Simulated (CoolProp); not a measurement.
R152A along the isotherm 500 K: density (kg/m³) from the reference equation and from simpler models built on Tc = 386.4 K, pc = 4.517 MPa, ω = 0.275; each cubic takes its own stable root.

Model: reference Helmholtz-energy equation of state, Outcalt 1996, in CoolProp. It is a modified Benedict-Webb-Rubin equation, recast in Helmholtz form.

```csv
p (MPa),phase,reference,ideal gas,van der Waals
1.41,gas,23.46,22.40,23.58
2.82,gas,49.28,44.80,49.97
4.23,gas,77.82,67.21,80.03
5.65,supercritical,109.7,89.77,115.2
7.06,supercritical,144.7,112.2,156.3
8.47,supercritical,182.9,134.6,202.9
9.88,supercritical,223.9,157.0,249.2
11.3,supercritical,266.7,179.5,288.6
```
